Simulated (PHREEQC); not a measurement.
A solution holds 0.3 mol/kgw NaOH, 0.00033 mol/kgw H3AsO4 and 4.8e-05 mol/kgw NiSO4, at 20 °C. Closed to the air; pH follows from the charge balance.

The numbers come from PHREEQC with the ion-association model, wateq4f.dat.

Each row changes one thing in this solution. No solid was allowed to form.

```csv
case,pH,SO4-2 (mol/kgw),NaSO4- (mol/kgw),HAsO4-2 (mol/kgw),Ni(OH)2 (mol/kgw),SI of Mirabilite (Na2SO4:10H2O)
as made,13.48,3.50e-5,1.30e-5,1.19e-6,1.11e-7,-5.07
temperature from 20 to 90 °C,11.72,3.33e-5,1.47e-5,1.24e-5,5.30e-6,-7.94
H3AsO4 replaced by Na2HAsO4 at the same molality,13.48,3.50e-5,1.30e-5,1.19e-6,1.10e-7,-5.07
NaOH from 0.3 to 0.15 mol/kgw,13.21,___,9.17e-6,2.62e-6,2.19e-7,-5.45
NiSO4 from 4.8e-05 to 0.00024 mol/kgw,13.48,0.000175,6.48e-5,1.19e-6,5.53e-7,-4.37
temperature from 20 to 15 °C,13.66,___,1.27e-5,9.10e-7,7.34e-8,-4.81
temperature from 20 to 85 °C,11.81,3.33e-5,1.47e-5,___,4.45e-6,-7.77
```

### Question
Complete the blanks.

### Answer

- NaOH from 0.3 to 0.15 mol/kgw, SO4-2 (mol/kgw): 3.88e-5
- temperature from 20 to 15 °C, SO4-2 (mol/kgw): 3.53e-5
- temperature from 20 to 85 °C, HAsO4-2 (mol/kgw): 1.12e-5

Complexes and solids missing from the database can't appear. Some of these states are supersaturated (in Ni(OH)2, for instance). In wateq4f.dat the enthalpy of Ni(OH)2 has the wrong sign, so its saturation index can't be trusted away from 25 °C. At this temperature some constants are extrapolated from 25 °C, and those without enthalpy data are left unchanged. The database has no arsenate complexes of Ni.
